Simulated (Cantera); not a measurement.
Silicon oxide and oxynitride deposition: SiH₄ + N₂O + H₂

Charge: 1 mol SiH₄, a varied amount of N₂O, 93 mol H₂, at 1450 K and 0.0133 bar.

These are equilibrium values from Cantera (NASA tables, ideal gas, pure condensed phases), not measurements of a reactor. Candidate condensed phases: H₂O, Si, SiO₂, Si₂N₂O, Si₃N₄; 35 gas species. Mutual solubility and eutectic melting of coexisting phases are not modelled. The tables hold silica as quartz up to 1696 K and as liquid above; real silica turns to tridymite and cristobalite and melts near 1996 K. Equilibrium is a limit: real reactors are often held back by kinetics, nucleation or transport.

| n(N₂O) (mol) | log p H₂ | log p N₂ | log p H₂O | log p SiO | log p H | log p OH | n Si(s) | n Si₂N₂O(s) | n SiO₂(β-quartz) |
|---|---|---|---|---|---|---|---|---|---|
| 0.43 | -1.88 | -5.69 | -9.59 | -5.69 | -5.96 | <-13 | 0.155 | 0.415 | 0 |
| 0.94 | -1.88 | -4.07 | -6.39 | -4.90 | -5.96 | -12.10 | 0 | 0.324 | 0.261 |
| 2.1 | -1.89 | -3.54 | -4.85 | -6.45 | -5.97 | -10.55 | 0 | 0 | 0.997 |
| 4.5 | -1.91 | -3.22 | -3.47 | -7.85 | -5.98 | -9.17 | 0 | 0 | 1.000 |
| 9.7 | -1.95 | -2.91 | -3.01 | -8.36 | -6.00 | -8.68 | 0 | 0 | 1.000 |
| 21 | -2.06 | -2.62 | -2.66 | -8.81 | -6.05 | -8.28 | 0 | 0 | 1.000 |
| 46 | -2.32 | -2.36 | -2.38 | -9.35 | -6.18 | -7.87 | 0 | 0 | 1.000 |
log p: log10 of the partial pressure in bar; n: condensed amount in mol.

At 0.43 mol N₂O the condensed part is Si(s) + Si₂N₂O(s). At 0.94 mol N₂O the condensed part is SiO₂(β-quartz) + Si₂N₂O(s). From 2.1 mol N₂O to 46 mol N₂O the condensed part is SiO₂(β-quartz). The main Si-bearing gas is SiO throughout.
